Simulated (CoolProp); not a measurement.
Properties of n-pentane at several states.

Model: reference Helmholtz-energy equation of state, Thol 2019, in CoolProp.

| T (°C) | p (MPa) | phase | Z | cp (kJ/(kg K)) | speed of sound (m/s) | Joule-Thomson coefficient (K/MPa) | viscosity (µPa s) | conductivity (mW/(m K)) |
|---|---|---|---|---|---|---|---|---|
| 107.05 | 5.38 | liquid | 0.2263 | 2.708 | 692.9 | -0.1171 | 88.7 | 90.3 |
| 201.75 | 5.07 | supercritical | 0.2483 | 3.977 | 248.1 | 2.227 | 26.9 | 75.1 |
| 289.25 | 7.4 | supercritical | 0.5783 | 3.790 | 190.1 | 4.883 | 13.4 | 72.6 |
| -35.25 | 14.3 | liquid | 0.7572 | 2.066 | 1390 | -0.4990 | 398 | 141 |
| -13.55 | 0.0154 | liquid | 0.0007819 | 2.158 | 1195 | -0.4444 | 265 | 127 |

Viscosity comes from a separate model (Quiñones-Cisneros 2006), older than the equation that it now runs on, and unchecked against measurements. Thermal conductivity comes from a separate model (Vassiliou 2015).
